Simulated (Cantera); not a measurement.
## Stirred combustor or abatement burner

A perfectly stirred reactor is fed with 7.65 % CO, 0.398 % H2, 8.57 % O2, 83.4 % N2, equivalence ratio 0.47, at 2.17 atm; it is adiabatic with a 800 K inlet, and is followed from long to short residence time, starting on the burning branch (τ in s: 0.44, 0.18, 0.073, 0.03, 0.012, 0.0049, 0.002, 0.00083, 0.00034, 0.00014, 5.6e-05, 2.3e-05, 9.4e-06).

Computed with Cantera and GRI-Mech 3.0 (53 species, 325 reactions). The hydrogen kinetics of GRI-Mech 3.0 are dated; newer H2 mechanisms differ, most at raised pressure.

```json
[
 {"τ (s)": "0.44", "T (K)": "1466", "x CO": "0.000494", "x H2": "3.94e-6", "x O2": "0.0475", "x H2O2": "2.06e-8", "x H2O": "0.00410", "x H": "1.70e-6"},
 {"τ (s)": "0.18", "T (K)": "1462", "x CO": "0.000911", "x H2": "7.06e-6", "x O2": "0.0477", "x H2O2": "3.35e-8", "x H2O": "0.00409", "x H": "4.00e-6"},
 {"τ (s)": "0.073", "T (K)": "1455", "x CO": "0.00169", "x H2": "1.27e-5", "x O2": "0.0480", "x H2O2": "5.45e-8", "x H2O": "0.00406", "x H": "9.37e-6"},
 {"τ (s)": "0.030", "T (K)": "1443", "x CO": "0.00313", "x H2": "2.25e-5", "x O2": "0.0486", "x H2O2": "8.75e-8", "x H2O": "0.00403", "x H": "2.11e-5"},
 {"τ (s)": "0.012", "T (K)": "1419", "x CO": "0.00600", "x H2": "4.05e-5", "x O2": "0.0499", "x H2O2": "1.43e-7", "x H2O": "0.00397", "x H": "4.59e-5"},
 {"τ (s)": "0.0049", "T (K)": "1369", "x CO": "0.0122", "x H2": "7.55e-5", "x O2": "0.0527", "x H2O2": "2.45e-7", "x H2O": "0.00390", "x H": "8.52e-5"},
 {"τ (s)": "0.0020", "T (K)": "800", "x CO": "0.0765", "x H2": "0.00398", "x O2": "0.0857", "x H2O2": "<1e-12", "x H2O": "1.38e-11", "x H": "<1e-12"},
 {"τ (s)": "0.00083", "T (K)": "800", "x CO": "0.0765", "x H2": "0.00398", "x O2": "0.0857", "x H2O2": "<1e-12", "x H2O": "4.27e-12", "x H": "<1e-12"},
 {"τ (s)": "0.00034", "T (K)": "800", "x CO": "0.0765", "x H2": "0.00398", "x O2": "0.0857", "x H2O2": "<1e-12", "x H2O": "1.37e-12", "x H": "<1e-12"},
 {"τ (s)": "0.00014", "T (K)": "800", "x CO": "0.0765", "x H2": "0.00398", "x O2": "0.0857", "x H2O2": "<1e-12", "x H2O": "<1e-12", "x H": "<1e-12"},
 {"τ (s)": "5.6e-5", "T (K)": "800", "x CO": "0.0765", "x H2": "0.00398", "x O2": "0.0857", "x H2O2": "<1e-12", "x H2O": "<1e-12", "x H": "<1e-12"},
 {"τ (s)": "2.3e-5", "T (K)": "800", "x CO": "0.0765", "x H2": "0.00398", "x O2": "0.0857", "x H2O2": "<1e-12", "x H2O": "<1e-12", "x H": "<1e-12"},
 {"τ (s)": "9.4e-6", "T (K)": "800", "x CO": "0.0765", "x H2": "0.00398", "x O2": "0.0857", "x H2O2": "<1e-12", "x H2O": "<1e-12", "x H": "<1e-12"}
]
```
x: mole fraction; the columns are a selection and need not sum to one.
